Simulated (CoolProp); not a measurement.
Vapour-liquid equilibrium of ethane (1) + n-butane (2) at 308 kPa; x and y are mole fractions of (1).

Model: multi-fluid Helmholtz-energy mixture model, Bücker 2006 and Bücker 2006; pair parameters Kunz 2012, in CoolProp.

```tsv
x	bubble temperature (°C)	y at the bubble point	dew temperature at overall composition x (°C)	liquid density (mol/L)
0.05	16.2	0.410	___	10.19
0.125	-3.6	0.723	28.3	10.85
0.2	___	0.857	25.4	11.42
0.275	-28.2	0.918	22.4	11.95
0.35	-36.0	0.949	19.0	12.46
0.425	-42.0	___	___	12.95
0.5	-46.8	0.978	11.5	13.45
0.575	-50.8	0.985	7.1	13.95
0.65	-54.1	0.990	2.1	14.46
0.725	-57.0	0.993	-3.7	14.98
0.8	-59.5	___	-11.0	15.52
0.875	___	0.998	-20.6	16.08
0.95	-63.8	0.999	-36.1	16.67
```

### Question
What belongs in the gaps?

### Answer

- 0.05, dew temperature at overall composition x (°C): 31.1
- 0.2, bubble temperature (°C): -17.9
- 0.425, y at the bubble point: 0.967
- 0.425, dew temperature at overall composition x (°C): 15.5
- 0.8, y at the bubble point: 0.996
- 0.875, bubble temperature (°C): -61.7

No azeotrope shows between x = 0.05 and 0.95.

Pair parameters are fitted to limited data, so mixtures are less certain than the pure fluids.
